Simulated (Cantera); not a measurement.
An adiabatic, constant-pressure homogeneous reactor starts with C3H8 : O2 : N2 = 1 : 3.85 : 15 (molar parts), at 1675 K and 0.790 bar.

Computed with Cantera and GRI-Mech 3.0 (53 species, 325 reactions). GRI-Mech 3.0 was tuned for natural gas; its chemistry of propane as a main component is partial and can be far from experiment.

One state of this run: T (K) = 2775; x C3H8 = <1e-12; x O2 = 0.00953; x NO = 0.00124; x CH2CO = <1e-12; x OH = 0.0195. x: mole fraction; the columns are a selection and need not sum to one.

Problem. Which value of t (s) does it belong to?
A. 1.00e-5
B. 3.16e-6
C. 0.000316
D. 3.16e-5

Solution. C, 0.000316
